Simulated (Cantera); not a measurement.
## Adiabatic ignition

An adiabatic, constant-volume homogeneous reactor starts with 2.79 % C2H4, 13.3 % O2, 80.9 % N2, 3.07 % H2O, at 1575 K and 16.0 bar.

Cantera simulation using GRI-Mech 3.0 (53 species, 325 reactions); the numbers are that mechanism's predictions, not measurements. GRI-Mech 3.0 was tuned for natural gas; its chemistry of ethylene as a main component is partial and can be far from experiment. The pressure lies above the range GRI-Mech 3.0 was tuned for (to about 10 atm).

| t (s) | T (K) | P (bar) | x C2H4 | x O2 | x HO2 | x C2H6 | x N2O | x CH3 |
|---|---|---|---|---|---|---|---|---|
| 2.00e-6 | 1575 | 16.0 | 0.0278 | 0.133 | 4.65e-5 | 7.43e-8 | 4.36e-10 | 2.82e-5 |
| 5.97e-6 | 2535 | 26.1 | <1e-12 | 0.0539 | 2.50e-5 | <1e-12 | 4.07e-6 | 2.00e-12 |
| 1.78e-5 | 2687 | 27.4 | <1e-12 | 0.0488 | 1.56e-5 | <1e-12 | 4.00e-6 | <1e-12 |
| 5.32e-5 | 2686 | 27.4 | <1e-12 | 0.0484 | 1.54e-5 | <1e-12 | 3.98e-6 | <1e-12 |
| 0.000159 | 2680 | 27.4 | <1e-12 | 0.0472 | 1.49e-5 | <1e-12 | 3.95e-6 | <1e-12 |
| 0.000474 | 2670 | 27.3 | <1e-12 | 0.0450 | 1.40e-5 | <1e-12 | 3.93e-6 | <1e-12 |
| 0.00141 | 2660 | 27.1 | <1e-12 | 0.0428 | 1.32e-5 | <1e-12 | 3.95e-6 | <1e-12 |
| 0.00422 | 2658 | 27.1 | <1e-12 | 0.0424 | 1.31e-5 | <1e-12 | 3.95e-6 | <1e-12 |
| 0.0126 | 2658 | 27.1 | <1e-12 | 0.0424 | 1.31e-5 | <1e-12 | 3.95e-6 | <1e-12 |
| 0.0376 | 2658 | 27.1 | <1e-12 | 0.0424 | 1.31e-5 | <1e-12 | 3.95e-6 | <1e-12 |
| 0.112 | 2658 | 27.1 | <1e-12 | 0.0424 | 1.31e-5 | <1e-12 | 3.95e-6 | <1e-12 |
| 0.335 | 2658 | 27.1 | <1e-12 | 0.0424 | 1.31e-5 | <1e-12 | 3.95e-6 | <1e-12 |
| 1.00 | 2658 | 27.1 | <1e-12 | 0.0424 | 1.31e-5 | <1e-12 | 3.95e-6 | <1e-12 |
x: mole fraction; the columns are a selection and need not sum to one.

```
Quantity                                                            Result
---------------------------------  ---------------------------------------
time of steepest temperature rise                                  3.98 µs
temperature at 1.00 s                                               2658 K
equilibrium temperature                                             2658 K
x(C2H4) at 1.00 s                    <1e-12 (gas-phase equilibrium <1e-12)
x(O2) at 1.00 s                      0.0424 (gas-phase equilibrium 0.0424)
x(HO2) at 1.00 s                   1.31e-5 (gas-phase equilibrium 1.31e-5)
```
